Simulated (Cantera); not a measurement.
# N2O furnace oxynitridation

An isothermal, constant-pressure homogeneous reactor starts with 10.2 % N2O, 0.0459 % H2, 89.8 % N2, at 1525 K and 0.0132 atm.

Computed with Cantera and GRI-Mech 3.0 (53 species, 325 reactions). GRI-Mech 3.0 was tuned for natural gas; its chemistry of N2O as a main component is partial and can be far from experiment. Radical loss at walls, strong at low pressure, is not modelled. The temperature is held fixed by assumption; the heat of reaction is taken as removed at once.

| t (s) | x N2O | x H2 | x N2 | x NO2 | x H | x NO |
|---|---|---|---|---|---|---|
| 1.00e-6 | 0.102 | 0.000459 | 0.898 | <1e-12 | 2.44e-12 | 7.86e-12 |
| 5.59e-6 | 0.102 | 0.000459 | 0.898 | <1e-12 | 7.51e-11 | 2.45e-10 |
| 3.13e-5 | 0.102 | 0.000459 | 0.898 | <1e-12 | 2.17e-9 | 7.62e-9 |
| 0.000175 | 0.102 | 0.000459 | 0.898 | <1e-12 | 4.63e-8 | 2.32e-7 |
| 0.000979 | 0.102 | 0.000457 | 0.898 | 8.22e-12 | 4.37e-7 | 6.20e-6 |
| 0.00548 | 0.101 | 0.000410 | 0.898 | 4.18e-8 | 2.21e-6 | 9.65e-5 |
| 0.0306 | 0.0984 | 0.000110 | 0.899 | 3.77e-6 | 1.51e-6 | 0.000674 |
| 0.171 | 0.0845 | 7.82e-7 | 0.905 | 9.88e-6 | 4.34e-7 | 0.00378 |
| 0.959 | 0.0369 | 2.46e-7 | 0.925 | 6.64e-6 | 6.42e-7 | 0.0145 |
| 5.36 | 0.000483 | 2.85e-7 | 0.940 | 2.36e-6 | 6.22e-7 | 0.0221 |
| 30.0 | 1.50e-7 | 5.15e-8 | 0.940 | 5.33e-6 | 4.71e-8 | 0.0222 |
x: mole fraction; the columns are a selection and need not sum to one.

Equilibrium at this temperature and pressure: N2O 5.62e-9, H2 4.50e-8, N2 0.951, NO2 1.99e-7, H 4.38e-8, NO 0.000728 (gas phase only).
